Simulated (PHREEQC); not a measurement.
0.33 g of hydrous ferric oxide (600 m²/g; 0.2 weak and 0.005 strong sites per Fe, Dzombak-Morel constants, diffuse double layer) in 1 kg of water with 0.05 mol/kgw of an inert sodium salt and 0.082 mmol/kgw CaCl2, at 25 °C; the pH is set by adding NaOH or the inert anion's acid. Oxygen is held at 0.21 atm. CO2 from the air is kept out. Nothing may precipitate in this run.

Base run: PHREEQC, ion-association model, wateq4f.dat. Each further column changes one thing. The table gives surface charge σ (C/m²).

```
pH      base  background salt from 0.05 to 0.005 mol/kgw  oxide from 0.33 to 1.7 g/kgw
----  ------  ------------------------------------------  ----------------------------
3      0.357                                         ___                         0.358
3.38   0.342                                       0.261                         0.343
4.12   0.282                                       0.173                         0.283
4.5    0.239                                         ___                         0.240
4.88   0.195                                       0.101                         0.195
5.62   0.119                                       0.055                         0.120
6      0.089                                       0.038                         0.089
6.38   0.064                                         ___                         0.065
7.12   0.030                                       0.011                         0.030
7.5    0.017                                       0.006                         0.017
7.88   0.007                                       0.003                         0.007
8.62  -0.010                                         ___                        -0.012
9     -0.020                                         ___                        -0.024
```

Task: Fill in the missing entries.

Result: 
- 3, background salt from 0.05 to 0.005 mol/kgw: 0.306
- 4.5, background salt from 0.05 to 0.005 mol/kgw: 0.134
- 6.38, background salt from 0.05 to 0.005 mol/kgw: 0.026
- 8.62, background salt from 0.05 to 0.005 mol/kgw: -0.003
- 9, background salt from 0.05 to 0.005 mol/kgw: -0.007

The oxide is taken as insoluble; below pH 4 it would dissolve.
